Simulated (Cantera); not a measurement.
Input: 1 mol SiCl4, 0.71 mol Cl2, 0.36 mol H2, equilibrated at 0.100 bar.

These are equilibrium values from Cantera (NASA tables, ideal gas, pure condensed phases), not measurements of a reactor. Candidate condensed phases: Si; 19 gas species. Rates play no part. All values below are at 927 °C.

Base state: SiCl4 0.482, HCl 0.347, Cl2 0.166, Cl 0.00608 (mole fractions); condensed: gas only.

Task: What changes in the equilibrium state with this change: pressure from 0.100 bar to 1 atm?

Result: 
```json
[
 {"species": "SiCl4", "before": "0.482", "after": "0.483"},
 {"species": "HCl", "before": "0.347", "after": "0.347"},
 {"species": "Cl2", "before": "0.166", "after": "0.168"},
 {"species": "Cl", "before": "0.00608", "after": "0.00192"}
]
```
